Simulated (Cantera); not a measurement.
Mixture: CH₃OH : O₂ : N₂ : CO₂ = 1 : 2.05 : 7.73 : 0.38 (molar parts), at 1.01 bar, adiabatic and at constant volume. Ignition delay is the time to a rise of 400 K.

Cantera simulation using GRI-Mech 3.0 (53 species, 325 reactions); the numbers are that mechanism's predictions, not measurements. GRI-Mech 3.0 was tuned for natural gas; its chemistry of methanol as a main component is partial and can be far from experiment.

Problem. Predict: delay at 1125 K; delay at 1200 K; delay at 1275 K; delay at 1350 K; delay at 1425 K; delay at 1500 K; delay at 1575 K; apparent activation energy between 1425 and 1575 K.

Solution. 
```
Property                                                Result
--------------------------------------------------  ----------
delay at 1125 K                                        37.1 ms
delay at 1200 K                                        9.85 ms
delay at 1275 K                                        3.11 ms
delay at 1350 K                                        1.14 ms
delay at 1425 K                                       0.477 ms
delay at 1500 K                                       0.224 ms
delay at 1575 K                                       0.116 ms
apparent activation energy between 1425 and 1575 K  180 kJ/mol
```
